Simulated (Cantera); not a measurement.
Mixture: CH3OH : O2 : N2 = 1 : 1.15 : 4.15 (molar parts), at 1000000 Pa, adiabatic and at constant volume. Ignition delay is the time to a rise of 400 K.

Model: GRI-Mech 3.0 (53 species, 325 reactions), integrated in Cantera. GRI-Mech 3.0 was tuned for natural gas; its chemistry of methanol as a main component is partial and can be far from experiment.

Question: What does this change do: CH3OH 1 to 2.7 parts?

Answer: 
```csv
quantity,before,after
delay at 1098 K,8.98 ms,7.45 ms
delay at 1198 K,1.40 ms,1.15 ms
delay at 1298 K,0.293 ms,0.237 ms
delay at 1398 K,78.7 µs,62.2 µs
delay at 1498 K,26.1 µs,20.0 µs
delay at 1598 K,10.3 µs,7.70 µs
delay at 1698 K,4.63 µs,3.42 µs
apparent activation energy between 1498 and 1698 K,180 kJ/mol,190 kJ/mol
```

Question: What does this change do: pressure from 1000000 Pa to 130000 Pa?

Answer: 
```tsv
quantity	before	after
delay at 1098 K	8.98 ms	44.3 ms
delay at 1198 K	1.40 ms	7.12 ms
delay at 1298 K	0.293 ms	1.54 ms
delay at 1398 K	78.7 µs	0.428 ms
delay at 1498 K	26.1 µs	0.147 ms
delay at 1598 K	10.3 µs	59.5 µs
delay at 1698 K	4.63 µs	27.6 µs
apparent activation energy between 1498 and 1698 K	180 kJ/mol	180 kJ/mol
```
